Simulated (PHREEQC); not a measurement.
Solution (20 °C): 3.7 mol CaCl2, 0.3 mol H3BO3 and 0.555 mol KBr per kg of water. Closed to the air; pH follows from the charge balance.

Model: Pitzer model, pitzer.dat, run in PHREEQC.

**Question.** The ionic strength comes out as 11.7 mol/kgw. What activity coefficients do H+, Cl-, K+, B(OH)4-, Br- get?

**Answer.** H+ 25, Cl- 0.78, K+ 0.91, B(OH)4- 0.017, Br- 1.2. Single-ion values are on the MacInnes scale.

No solid was allowed to form. In brines, pH and single-ion activities rest on the MacInnes convention.
